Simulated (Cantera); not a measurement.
Feed: 1 mol SiC, 0.87 mol CO2, 160 mol H2, equilibrated at 0.00210 Torr.

These are equilibrium values from Cantera (NASA tables, ideal gas, pure condensed phases), not measurements of a reactor. Candidate condensed phases: C, C6H6, C7H8, C8H18, H2O, Si, SiC, SiO2; 123 gas species. Mutual solubility and eutectic melting of coexisting phases are not modelled. Kinetics and transport are ignored.

Task: Which condensed phases are stable at each of these points (T (°C)): 627, 727, 827, 927, 1027, 1127, 1227, 1327?

Result: 
```csv
T (°C),condensed phases,Si condensed (%)
627,C(graphite) + SiC(s) + SiO2(β-quartz),100.0
727,SiC(s) + SiO2(β-quartz),99.9
827,SiC(s) + SiO2(β-quartz),78.7
927,SiC(s),56.5
1027,SiC(s),56.5
1127,SiC(s),56.3
1227,SiC(s),53.7
1327,SiC(s),34.9
```

At 627 °C the condensed part is C(graphite) + SiC(s) + SiO2(β-quartz). From 727 °C to 827 °C the condensed part is SiC(s) + SiO2(β-quartz). From 927 °C to 1327 °C the condensed part is SiC(s).
